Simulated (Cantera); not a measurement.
**Stirred combustor or abatement burner**

A perfectly stirred reactor is fed with CH4 : O2 : N2 = 1 : 2.7 : 10.2 (molar parts), at 5.72 atm; it is adiabatic with a 400 K inlet, and is followed from long to short residence time, starting on the burning branch (τ in s: 0.17, 0.052, 0.016, 0.0049, 0.0015, 0.00046, 0.00014, 4.4e-05, 1.3e-05, 4.1e-06).

Detailed kinetics in Cantera: GRI-Mech 3.0 (53 species, 325 reactions).

| τ (s) | T (K) | x CH4 | x O2 | x CH2O | x CH3 | x CO | x C2H2 | x HCN |
|---|---|---|---|---|---|---|---|---|
| 0.17 | 1981 | 1.57e-6 | 0.0500 | 1.87e-7 | 4.76e-7 | 0.000189 | 1.06e-10 | 2.62e-8 |
| 0.052 | 1980 | 4.68e-6 | 0.0502 | 5.69e-7 | 1.43e-6 | 0.000266 | 8.64e-10 | 3.12e-8 |
| 0.016 | 1978 | 1.26e-5 | 0.0503 | 1.58e-6 | 3.88e-6 | 0.000476 | 4.95e-9 | 3.99e-8 |
| 0.0049 | 1971 | 3.03e-5 | 0.0505 | 4.00e-6 | 9.26e-6 | 0.000982 | 1.87e-8 | 5.89e-8 |
| 0.0015 | 1957 | 6.90e-5 | 0.0511 | 9.54e-6 | 2.02e-5 | 0.00211 | 5.23e-8 | 9.81e-8 |
| 0.00046 | 1929 | 0.000159 | 0.0524 | 2.24e-5 | 4.25e-5 | 0.00455 | 1.28e-7 | 1.75e-7 |
| 0.00014 | 1871 | 0.000420 | 0.0558 | 5.58e-5 | 9.53e-5 | 0.00991 | 3.57e-7 | 3.25e-7 |
| 4.4e-5 | 400 | 0.0719 | 0.194 | <1e-12 | <1e-12 | <1e-12 | <1e-12 | <1e-12 |
| 1.3e-5 | 400 | 0.0719 | 0.194 | <1e-12 | <1e-12 | <1e-12 | <1e-12 | <1e-12 |
| 4.1e-6 | 400 | 0.0719 | 0.194 | <1e-12 | <1e-12 | <1e-12 | <1e-12 | <1e-12 |
x: mole fraction; the columns are a selection and need not sum to one.
